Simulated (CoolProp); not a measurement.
The fluid at 298.15 K and 0.561 MPa expands adiabatically to 0.36 MPa with isentropic efficiency 0.85. The same conditions are run with several fluids, on thermodynamics alone (safety and materials aside).

Model: reference Helmholtz-energy equation of state of each fluid (propylene: Lemmon 2013; CH3F (R41): Lemmon 2006; R22: Kamei 1995; C2F6 (R116): Lemmon 2006; methane: Setzmann 1991), in CoolProp.

| fluid | work (kJ/kg) | final temperature (K) | final density (kg/m³) |
|---|---|---|---|
| propylene | 19.9 | 281.9 | 6.91 |
| CH3F (R41) | ? | 273.1 | 5.63 |
| R22 | 9.61 | ? | 14.4 |
| C2F6 (R116) | ? | 288.3 | 21.7 |
| methane | ? | 272.6 | 2.57 |

Q: Complete the blanks.

A: 
- CH3F (R41), work (kJ/kg): 24.9
- R22, final temperature (K): 279.7
- C2F6 (R116), work (kJ/kg): 6.30
- methane, work (kJ/kg): 54.8
